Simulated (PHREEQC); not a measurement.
Make-up at 13 °C: 0.096 mol/kgw H2SO4, 0.00025 mol/kgw KNO3 and 0.002 mol/kgw H3BO3. Closed to the air; pH follows from the charge balance.

Equilibrium calculation in PHREEQC: ion-association model, wateq4f.dat.

This is a speciation only: nothing precipitates in the calculation.

Task: Estimate the pH.

Result: pH 1.02.

Task: In which forms is K present?

Result: K+ 96 %, KSO4- 4.0 % of the K.

Away from 25 °C the constants follow the database's enthalpies or fits; those with neither stay at their 25 °C values.
